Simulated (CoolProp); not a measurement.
A single-stage vapour-compression cycle with cis-2-butene: evaporating at 328.15 K (dew point), condensing at 391.15 K (bubble point), superheat 2 K, subcooling 8 K, compressor efficiency 0.75, no pressure losses. Each further row changes one setting.

Values from CoolProp's reference Helmholtz-energy equation of state, Lemmon 2005. It is a short technical equation, of lower accuracy than the large ones.

```tsv
case	cooling COP	pressure ratio	discharge temperature (K)	refrigerating effect (kJ/kg)	volumetric capacity (kJ/m³)
as stated	2.83	3.93	398.1	218	2580
evaporating temperature 333.15 K	3.20	3.45	397.4	224	[?]
condensing temperature 386.15 K	3.21	3.58	392.9	232	2740
subcooling 13 K	[?]	3.93	398.1	233	2740
superheat 12 K	2.90	3.93	407.1	236	[?]
compressor efficiency 0.65	[?]	3.93	[?]	218	2580
```

Q: Some entries are withheld; supply them.

A: 
- evaporating temperature 333.15 K, volumetric capacity (kJ/m³): 3000
- subcooling 13 K, cooling COP: 3.01
- superheat 12 K, volumetric capacity (kJ/m³): 2660
- compressor efficiency 0.65, cooling COP: 2.45
- compressor efficiency 0.65, discharge temperature (K): 402.9
